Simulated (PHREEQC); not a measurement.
Consider water at 20 °C with 0.17 mmol/kgw H2S, 42 mmol/kgw HCl and 0.052 mmol/kgw MnCl2. Closed to the air; pH follows from the charge balance.

Model: ion-association model, wateq4f.dat, run in PHREEQC.

| Quantity | Result |
|---|---|
| pH | 1.44 |
| ionic strength | 0.0421 mol/kgw |
| total alkalinity | -42.0 meq/kg |

```csv
species,molality,activity,log γ
Cl-,0.0421,0.0347,-0.083
H+,0.0420,0.0362,-0.065
H2S,0.000170,0.000172,0.004
Mn+2,4.78e-5,2.42e-5,-0.296
MnCl+,4.10e-6,3.43e-6,-0.078
MnCl2,5.15e-8,5.20e-8,0.004
```

No solid was allowed to form. Species that the database lacks are ignored. The polysulfide entries of wateq4f.dat were taken out for this run.
